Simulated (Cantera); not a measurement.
Charge: 1 mol Si2Cl6, a varied amount of Cl2, 10 mol H2, equilibrated at 1773.15 K and 8.50 mbar.

Equilibrium computed with Cantera from the NASA thermochemical tables; the gas is ideal and each condensed phase is pure. Candidate condensed phases: Si; 19 gas species. The feed counts by its element totals alone. Gases not in the tables: Si2H6 and higher silanes. Rates play no part.

Question: What share of the Si ends up in condensed phases as a function of n(Cl2) (mol), at 0.004, 0.0066, 0.011, 0.018, 0.029, 0.048, 0.079, 0.13, 0.21, 0.35, 0.58?

Answer: 
```tsv
n(Cl2) (mol)	Si condensed (%)	as
0.004	6.4	Si(l)
0.0066	6.3	Si(l)
0.011	6.2	Si(l)
0.018	5.9	Si(l)
0.029	5.5	Si(l)
0.048	4.7	Si(l)
0.079	3.5	Si(l)
0.13	1.5	Si(l)
0.21	0.0	-
0.35	0.0	-
0.58	0.0	-
```
